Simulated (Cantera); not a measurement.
A Cantera script and what it prints.

```python
import numpy as np
import cantera as ct

gas_names = """
    AL ALCL ALCL2 ALCL3 ALH ALN AL2 AL2CL6 CL CL2 H HCL H2 N NH NH2 NH3 N2 N2H2 N2H4
""".split()
cond_names = """
    AL(cr) AL(L) ALCL3(s) ALCL3(L) ALN(s) NH4CL(a) NH4CL(b)
""".split()


# ... load() reads the species with a 1 bar reference pressure and builds the phases ...
atoms = {
    'AlN': {'AL': 1, 'N': 1},
    'HCl': {'H': 1, 'CL': 1},
    'H2': {'H': 2},
}
top_T = {'ALN(s)': 2750}  # K; cautious upper limits of use, not melting points


# ... equilibrate(T, P, feed) seeds the gas with the atoms and calls Mixture.equilibrate('TP', solver="vcs", rtol=1e-11, max_steps=5000) ...
results = []
feed = {'AlN': 1, 'HCl': 12, 'H2': 48}  # mol
T = 1923.15  # K
P = 10000  # Pa
mix = equilibrate(T, P, feed)
results.append((T, P, feed, dict(zip(mix.species_names, mix.species_moles))))
x = sorted(zip(gas.X, gas.species_names), reverse=True)
print(f"T = {T:g} K  P = {P:g} Pa  gas = {mix.phase_moles(0):.4g} mol")
print("   x: " + "  ".join(f"{s} {v:.3e}" for v, s in x if v > 0.001))
print("   condensed (mol): " + ("  ".join(f"{mix.phase(i).name} {mix.phase_moles(i):.4g}"
      for i in range(1, mix.n_phases) if mix.phase_moles(i) > 1e-12) or "none"))
```

Result:

```
T = 1923.15 K  P = 10000 Pa  gas = 60.81 mol
   x: H2 8.010e-01  HCL 1.712e-01  ALCL 1.007e-02  N2 8.222e-03  ALCL2 3.534e-03  ALCL3 2.841e-03  H 2.669e-03
   condensed (mol): none
```

These are equilibrium values from Cantera (NASA tables, ideal gas, pure condensed phases), not measurements of a reactor. The tables' values for AlCl2 are old estimates; treat these amounts as uncertain.
